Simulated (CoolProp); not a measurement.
A closed Brayton cycle with carbon dioxide: compressor inlet 315.15 K and 8.7 MPa, high pressure 26.4 MPa, turbine inlet 905 K, compressor efficiency 0.89, turbine efficiency 0.85, recuperator effectiveness 0.9 (on enthalpy, no pinch check). Each further row changes one setting.

Computed with CoolProp (reference Helmholtz-energy equation of state, Span 1996).

| case | thermal efficiency (%) | net work (kJ/kg) | compressor to turbine work | compressor exit (K) | turbine exit (K) |
|---|---|---|---|---|---|
| as stated | 36.1 | 109 | 0.28 | 385.4 | 772.4 |
| turbine inlet 855 K | (withheld) | (withheld) | (withheld) | 385.4 | 726.9 |
| compressor inlet 325.15 K | (withheld) | 97.1 | 0.36 | 413.6 | 772.4 |
| high pressure 22.4 MPa | 34.6 | 96.1 | (withheld) | 374.8 | (withheld) |
| recuperator effectiveness 0.5 | 22.6 | 109 | 0.28 | 385.4 | 772.4 |

Q: What belongs in the gaps?

A: 
- turbine inlet 855 K, thermal efficiency (%): 34.7
- turbine inlet 855 K, net work (kJ/kg): 99.6
- turbine inlet 855 K, compressor to turbine work: 0.30
- compressor inlet 325.15 K, thermal efficiency (%): 34.9
- high pressure 22.4 MPa, compressor to turbine work: 0.26
- high pressure 22.4 MPa, turbine exit (K): 791.4
